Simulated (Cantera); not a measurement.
A perfectly stirred reactor is fed with CH3OH : O2 : N2 = 0.028 : 0.022 : 1 (molar parts), at 1100000 Pa; it is held at 1150 K, and followed from long to short residence time.

Detailed kinetics in Cantera: GRI-Mech 3.0 (53 species, 325 reactions). GRI-Mech 3.0 was tuned for natural gas; its chemistry of methanol as a main component is partial and can be far from experiment. The temperature is held fixed by assumption; the heat of reaction is taken as removed at once.

**Question.** What does this change do: temperature 1150 to 1125 K?

**Answer.** 
| quantity | before | after |
|---|---|---|
| x(CH3OH) at τ = 2.10 s | 1.34e-5 | 2.30e-5 |
| x(O2) at τ = 2.10 s | 8.65e-5 | 0.000118 |
| x(CH4) at τ = 2.10 s | 2.56e-5 | 1.98e-5 |
| x(H) at τ = 2.10 s | 1.22e-6 | 7.70e-7 |
| x(CH2) at τ = 2.10 s | 5.52e-12 | 4.03e-12 |
| x(CH3OH) at τ = 15.0 ms | 0.00141 | 0.00177 |
| x(O2) at τ = 15.0 ms | 0.00269 | 0.00286 |
| x(CH4) at τ = 15.0 ms | 3.23e-6 | 2.32e-6 |
| x(H) at τ = 15.0 ms | 1.23e-6 | 9.93e-7 |
| x(CH2) at τ = 15.0 ms | 8.86e-11 | 7.00e-11 |

**Question.** What does this change do: temperature 1150 to 1498 K?

**Answer.** 
| quantity | before | after |
|---|---|---|
| x(CH3OH) at τ = 2.10 s | 1.34e-5 | 1.02e-6 |
| x(O2) at τ = 2.10 s | 8.65e-5 | 1.69e-5 |
| x(CH4) at τ = 2.10 s | 2.56e-5 | 4.34e-5 |
| x(H) at τ = 2.10 s | 1.22e-6 | 6.99e-6 |
| x(CH2) at τ = 2.10 s | 5.52e-12 | 7.76e-11 |
| x(CH3OH) at τ = 15.0 ms | 0.00141 | 1.48e-5 |
| x(O2) at τ = 15.0 ms | 0.00269 | 0.000237 |
| x(CH4) at τ = 15.0 ms | 3.23e-6 | 8.13e-5 |
| x(H) at τ = 15.0 ms | 1.23e-6 | 6.79e-5 |
| x(CH2) at τ = 15.0 ms | 8.86e-11 | 8.59e-9 |
